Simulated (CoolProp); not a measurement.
Vapour-liquid equilibrium of R22 (1) + R123 (2) at 0.0388 MPa; x and y are mole fractions of (1).

Model: multi-fluid Helmholtz-energy mixture model, Kamei 1995 and Younglove 1994; pair parameters Bell 2016, in CoolProp.

### Question
Give the bubble temperature and the first vapour's composition at x = 0.2, 0.35, 0.5. Is there an azeotrope?

### Answer
x = 0.2: -29.8 °C, y = 0.857; x = 0.35: -41.1 °C, y = 0.944; x = 0.5: -47.9 °C, y = 0.973. No azeotrope shows between x = 0.05 and 0.95.

The pair parameters rest on a limited set of measurements; away from them the model extrapolates. The gap from Raoult's law changes sign with composition, which may be real or a fault of the pair parameters; it wasn't checked against measurements.
